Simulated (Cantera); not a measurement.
What does this Cantera script print?

```python
import numpy as np
import cantera as ct

gas = ct.Solution("gri30.yaml")
gas.TPX = 1375, 210000, {'CH2O': 0.021, 'O2': 0.029, 'N2': 1}
inlet = ct.Reservoir(gas, clone=True)

reactor = ct.IdealGasConstPressureReactor(gas, energy="off", clone=False)
exhaust = ct.Reservoir(gas, clone=True)
tau = [1, 0.43, 0.18, 0.072, 0.03, 0.012, 0.005, 0.002, 0.00084, 0.00034, 0.00014][0]
for a, b in ((inlet, reactor), (reactor, exhaust)):
    ct.MassFlowController(a, b, mdot=lambda t: reactor.mass / tau)
net = ct.ReactorNet([reactor])
show = ['CH2O', 'O2', 'NO2', 'NO', 'CH3']

rows = []
print(f"{'tau/s':>10s}{'T/K':>9s}" + "".join(f"{s:>11s}" for s in show))
for tau in [1, 0.43, 0.18, 0.072, 0.03, 0.012, 0.005, 0.002, 0.00084, 0.00034, 0.00014]:
    net.initial_time = 0.0
    net.advance(30 * tau)
    before = gas.X
    net.advance(40 * tau)
    drift = np.max(np.abs(gas.X - before) / (gas.X + 1e-9))
    rows.append([gas.T, *gas[show].X, drift])
    print(f"{tau:10.3e}{gas.T:9.1f}" + "".join(f"{x:11.3e}" for x in gas[show].X))
```

Output:

```
     tau/s      T/K       CH2O         O2        NO2         NO        CH3
 1.000e+00   1375.0  1.032e-06  7.654e-03  2.237e-08  2.301e-06  1.859e-14
 4.300e-01   1375.0  1.775e-06  7.688e-03  1.671e-08  2.088e-06  1.045e-13
 1.800e-01   1375.0  3.042e-06  7.751e-03  1.075e-08  1.758e-06  5.927e-13
 7.200e-02   1375.0  5.214e-06  7.873e-03  6.321e-09  1.453e-06  3.419e-12
 3.000e-02   1375.0  8.473e-06  8.079e-03  3.936e-09  1.292e-06  1.659e-11
 1.200e-02   1375.0  1.375e-05  8.452e-03  2.680e-09  1.272e-06  7.635e-11
 5.000e-03   1375.0  2.172e-05  9.049e-03  2.059e-09  1.330e-06  2.839e-10
 2.000e-03   1375.0  3.615e-05  1.005e-02  1.607e-09  1.315e-06  9.515e-10
 8.400e-04   1375.0  6.359e-05  1.151e-02  1.169e-09  1.060e-06  2.592e-09
 3.400e-04   1375.0  1.397e-04  1.375e-02  6.649e-10  5.189e-07  6.664e-09
 1.400e-04   1375.0  8.143e-03  2.353e-02  8.818e-12  2.014e-11  3.029e-09
```

Cantera simulation using GRI-Mech 3.0 (53 species, 325 reactions); the numbers are that mechanism's predictions, not measurements. The temperature is held fixed by assumption; the heat of reaction is taken as removed at once.
